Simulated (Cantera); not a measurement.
**Equilibrium for carbon deposition, reforming and gasification: toluene + CO2 + H2**

Input: 1 mol toluene, 3.7 mol CO2, 0.79 mol H2, at 0.0150 bar.

Method: chemical equilibrium by Gibbs-energy minimisation in Cantera with the NASA 1993 tables (ideal gas, pure condensed phases). Candidate condensed phases: C, C6H6, C7H8, C8H18, H2O; 131 gas species. Ions and electrons are included (thermal ionisation). The numbers say what is thermodynamically allowed, not how fast it happens.

| T (K) | x H | x CO | x C | x H2 | x C3 | x O | x C2 | n C(graphite) |
|---|---|---|---|---|---|---|---|---|
| 3000 | 0.399 | 0.468 | 0.00338 | 0.0956 | 0.0208 | 2.09e-8 | 0.00211 | 1.83 |
| 3500 | 0.493 | 0.399 | 0.0500 | 0.0104 | 0.0314 | 6.45e-7 | 0.0139 | 0 |
| 4000 | 0.476 | 0.370 | 0.142 | 0.00134 | 0.00224 | 2.38e-5 | 0.00806 | 0 |
| 4500 | 0.472 | 0.364 | 0.161 | 0.000280 | 3.68e-5 | 0.000824 | 0.00134 | 0 |
| 5000 | 0.466 | 0.346 | 0.174 | 7.87e-5 | 1.28e-6 | 0.0140 | 0.000301 | 0 |
x: gas mole fraction; n: condensed amount in mol.

At 3000 K the condensed part is C(graphite). From 3500 K to 5000 K nothing is condensed. The main C-bearing gas is CO throughout.
